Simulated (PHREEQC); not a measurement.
Consider water at 25 °C with 3.6 mol NaBr, 0.074 mol BaCl2 and 0.0016 mol H4SiO4 per kg of water. Closed to the air; pH follows from the charge balance.

Equilibrium calculation in PHREEQC: Pitzer model, pitzer.dat.

No solid was allowed to form.

Estimate the pH, density, osmotic coefficient.

pH 5.66; density 1.258 g/cm³; osmotic coefficient 1.176.

Examples of supersaturated solids here: SiO2(a). Others may be too. In brines, pH and single-ion activities rest on the MacInnes convention.
